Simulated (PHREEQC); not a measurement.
PHREEQC input (ion-association model, wateq4f.dat):

```
SOLUTION_MASTER_SPECIES
  An  An-  0  An  62.0  # stands for a non-complexing anion
SOLUTION_SPECIES
  An- = An-
    -log_k 0
    -gamma 3.0 0
PHASES
  Fix_H+
    H+ = H+
    -log_k 0
SOLUTION 1
  temp 25
  units mmol/kgw
  pH 7 charge
  As(5) 0.00033
  Na 300.001
  Cl 0.0116
  Mn(2) 0.0058
  An 300
END
SELECTED_OUTPUT 1
  -reset false
  -pH true
  -pe true
  -ionic_strength true
  -water true
  -totals As Cl Mn Na As(3) As(5) Mn(2) Mn(3) Mn(6) Mn(7)
  -molalities Hfo_wOH Hfo_wOH2+ Hfo_wO- Hfo_sOH Hfo_sOH2+ Hfo_sO- Hfo_wH2AsO4 Hfo_wHAsO4- Hfo_wOHAsO4-3 Hfo_sOMn+
    Hfo_wOMn+
  -saturation_indices Pyrochroite Mn3(AsO4)2:8H2O Halite
USER_PUNCH 1
  -headings sigma psi
  10 PUNCH EDL("sigma", "Hfo"), EDL("psi", "Hfo")
PRINT
  -reset false
USE solution 1
SURFACE 1
  Hfo_wOH 0.000166292 600 0.074
  Hfo_sOH 4.1573e-06
EQUILIBRIUM_PHASES 1
  Fix_H+ -3 HAn 10
    -force_equality true
END
# ... the last block is repeated for the other 12 points of pH, with NaOH or the acid as the point needs
```

Selected output (columns that matter, 13 of 13 rows; pH added in front):

```
pH	mu	As	Mn	Na	m_Hfo_wOH	m_Hfo_wOH2+	m_Hfo_wO-	m_Hfo_sOH	m_Hfo_sOH2+	si_Pyrochroite	si_Mn3(AsO4)2:8H2O	si_Halite	sigma	psi
3	0.30138	1.2879e-10	5.8e-06	0.3	1.1156e-06	0.00016485	1.7297e-10	2.7947e-08	4.1293e-06	-14.983	-34.433	-7.3476	0.36713	0.12544
3.5	0.30051	9.4843e-11	5.8e-06	0.3	3.3922e-06	0.00016257	1.6215e-09	8.4973e-08	4.0723e-06	-13.983	-32.623	-7.3474	0.36191	0.12479
4	0.30023	6.2557e-11	5.8e-06	0.3	9.5584e-06	0.00015639	1.3383e-08	2.3943e-07	3.9175e-06	-12.983	-30.961	-7.3473	0.34793	0.12282
4.5	0.30013	4.0662e-11	5.7999e-06	0.3	2.3054e-05	0.00014282	8.5253e-08	5.7749e-07	3.5776e-06	-11.983	-29.33	-7.3473	0.31739	0.11819
5	0.30009	3.1472e-11	5.7989e-06	0.3	4.4492e-05	0.0001211	3.7448e-07	1.1142e-06	3.0326e-06	-10.983	-27.56	-7.3473	0.26819	0.10974
5.5	0.30007	2.9523e-11	5.7915e-06	0.3	6.9123e-05	9.5695e-05	1.1438e-06	1.7281e-06	2.3924e-06	-9.9835	-25.648	-7.3473	0.20963	0.097533
6	0.30006	3.1014e-11	5.7376e-06	0.3	9.1278e-05	7.2032e-05	2.6498e-06	2.2533e-06	1.7782e-06	-8.9875	-23.711	-7.3473	0.15326	0.082395
6.5	0.30004	3.8466e-11	5.4026e-06	0.3	0.0001081	5.2771e-05	5.0733e-06	2.458e-06	1.1999e-06	-8.0137	-21.845	-7.3473	0.10516	0.065157
7	0.30003	6.5375e-11	4.2124e-06	0.3	0.0001193	3.801e-05	8.5779e-06	1.9022e-06	6.0605e-07	-7.1218	-20.205	-7.3473	0.066499	0.046541
7.5	0.30002	1.5886e-10	2.5272e-06	0.3	0.00012529	2.7072e-05	1.3283e-05	9.1244e-07	1.9716e-07	-6.3438	-18.852	-7.3473	0.035255	0.026939
8	0.30001	5.0371e-10	1.1158e-06	0.30001	0.00012663	1.9178e-05	1.9153e-05	3.6776e-07	5.5698e-08	-5.6991	-17.821	-7.3473	0.0081393	0.0064909
8.5	0.30002	1.8231e-09	2.6588e-07	0.30002	0.00012445	1.3447e-05	2.6387e-05	2.2738e-07	2.4567e-08	-5.323	-17.544	-7.3472	-0.01826	-0.014411
9	0.30004	6.692e-09	4.398e-08	0.30005	0.00011927	9.1273e-06	3.5703e-05	1.9693e-07	1.507e-08	-5.1075	-17.764	-7.3472	-0.047437	-0.035128
```

Complexes and solids missing from the database can't appear. The database has no arsenate complexes of Mn. The oxide is taken as insoluble; below pH 4 it would dissolve.
